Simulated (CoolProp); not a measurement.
A single-stage vapour-compression cycle with R410A: evaporating at 237.15 K (dew point), condensing at 294.15 K (bubble point), superheat 8 K, subcooling 5 K, compressor efficiency 0.8, no pressure losses. Each further row changes one setting.

Computed with CoolProp (reference Helmholtz-energy equation of state, Lemmon 2003). It is a pseudo-pure fit of the blend.

| case | cooling COP | pressure ratio | discharge temperature (K) | refrigerating effect (kJ/kg) | volumetric capacity (kJ/m³) |
|---|---|---|---|---|---|
| as stated | ___ | 7.12 | 348.8 | 189 | 1500 |
| evaporating temperature 242.15 K | 2.95 | 5.76 | ___ | ___ | 1860 |
| condensing temperature 289.15 K | ___ | ___ | ___ | 197 | 1560 |
| subcooling 10 K | 2.68 | 7.12 | 348.8 | 197 | 1560 |
| superheat 18 K | ___ | 7.12 | 360.6 | 197 | 1490 |
| compressor efficiency 0.7 | 2.25 | 7.12 | ___ | 189 | 1500 |

**Question.** Fill in the missing entries.

**Answer.** 
- as stated, cooling COP: 2.58
- evaporating temperature 242.15 K, discharge temperature (K): 343.1
- evaporating temperature 242.15 K, refrigerating effect (kJ/kg): 192
- condensing temperature 289.15 K, cooling COP: 2.91
- condensing temperature 289.15 K, pressure ratio: 6.20
- condensing temperature 289.15 K, discharge temperature (K): 340.7
- superheat 18 K, cooling COP: 2.56
- compressor efficiency 0.7, discharge temperature (K): 358.9
